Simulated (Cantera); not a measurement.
Hydrocarbon pyrolysis for carbon deposition

A perfectly stirred reactor is fed with 47.6 % CH4, 52.4 % H2, at 20.0 Torr; it is held at 1950 K, and followed from long to short residence time.

Detailed kinetics in Cantera: GRI-Mech 3.0 (53 species, 325 reactions). GRI-Mech 3.0 stops at C3 and has no aromatics, soot or wall deposition, so with more carbon than oxygen in the feed, carbon stays in small species such as C2H2 where larger ones or solid carbon would form. Radical loss at walls, strong at low pressure, is not modelled.

```json
[
 {"τ (s)": "6.6", "x CH4": "0.00309", "x H2": "0.831", "x CH2": "3.41e-6", "x C2H4": "3.71e-5", "x C2H6": "1.02e-7", "x H": "0.00578"},
 {"τ (s)": "2.4", "x CH4": "0.00581", "x H2": "0.830", "x CH2": "4.96e-6", "x C2H4": "4.69e-5", "x C2H6": "3.22e-7", "x H": "0.00522"},
 {"τ (s)": "0.88", "x CH4": "0.0112", "x H2": "0.826", "x CH2": "6.76e-6", "x C2H4": "7.58e-5", "x C2H6": "1.03e-6", "x H": "0.00454"},
 {"τ (s)": "0.32", "x CH4": "0.0219", "x H2": "0.819", "x CH2": "8.78e-6", "x C2H4": "0.000163", "x C2H6": "3.29e-6", "x H": "0.00390"},
 {"τ (s)": "0.12", "x CH4": "0.0407", "x H2": "0.807", "x CH2": "1.09e-5", "x C2H4": "0.000404", "x C2H6": "9.61e-6", "x H": "0.00337"},
 {"τ (s)": "0.043", "x CH4": "0.0747", "x H2": "0.783", "x CH2": "1.34e-5", "x C2H4": "0.00109", "x C2H6": "2.72e-5", "x H": "0.00290"},
 {"τ (s)": "0.016", "x CH4": "0.128", "x H2": "0.747", "x CH2": "1.59e-5", "x C2H4": "0.00270", "x C2H6": "6.71e-5", "x H": "0.00249"},
 {"τ (s)": "0.0057", "x CH4": "0.211", "x H2": "0.690", "x CH2": "1.82e-5", "x C2H4": "0.00608", "x C2H6": "0.000146", "x H": "0.00203"},
 {"τ (s)": "0.0021", "x CH4": "0.321", "x H2": "0.616", "x CH2": "1.78e-5", "x C2H4": "0.00969", "x C2H6": "0.000226", "x H": "0.00146"},
 {"τ (s)": "0.00075", "x CH4": "0.434", "x H2": "0.544", "x CH2": "9.25e-6", "x C2H4": "0.00546", "x C2H6": "0.000142", "x H": "0.000718"}
]
```
x: mole fraction; the columns are a selection and need not sum to one.
